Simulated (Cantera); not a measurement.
# Ignition delay

Mixture: 4.23 % CH4, 20.1 % O2, 75.7 % N2, at 2.30 bar, adiabatic and at constant pressure. Ignition delay is the time to a rise of 400 K.

Detailed kinetics in Cantera: GRI-Mech 3.0 (53 species, 325 reactions).

| T0 (K) | delay (ms) |
|---|---|
| 1050 | 129 |
| 1100 | 58.9 |
| 1150 | 28.1 |
| 1200 | 14.0 |
| 1250 | 7.20 |
| 1300 | 3.85 |

```json
{
 "apparent activation energy between 1200 and 1300 K": "170 kJ/mol"
}
```
